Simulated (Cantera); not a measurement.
Feed: 1 mol Fe₂O₃, 39 mol HCl.

These are equilibrium values from Cantera (NASA tables, ideal gas, pure condensed phases), not measurements of a reactor. Candidate condensed phases: Fe, FeCl₂, FeCl₃, FeO, Fe(OH)₂, Fe(OH)₃, Fe₂O₃, Fe₃O₄, H₂O; 22 gas species. Condensed phases not in the tables: FeOCl. Equilibrium is a limit: real reactors are often held back by kinetics, nucleation or transport.

Stable condensed phases, one row left out:

```
T in °C \ P in Pa
              1    6.8     46    320   2200  15000 100000
   1050       A      A      A      A      A      A      A
    950       A      A      A      A      B      A      A
    900       A      A      B      B      B      B      A
    850       B      B      B      B      B      B      A
    800       B      B      B      B      B      B      B
    750       B      B      B      B      B      B      B
    700       B      B      B      B      B      B      B
    650       B      B      B      B      B      B      B
    600       B      B      B      B      B      B      B
```

A: gas only; B: Fe₂O₃.

Question: Give the row for 1000 °C.

Answer: 1: gas only; 6.8: gas only; 46: gas only; 320: gas only; 2200: gas only; 15000: gas only; 100000: gas only.
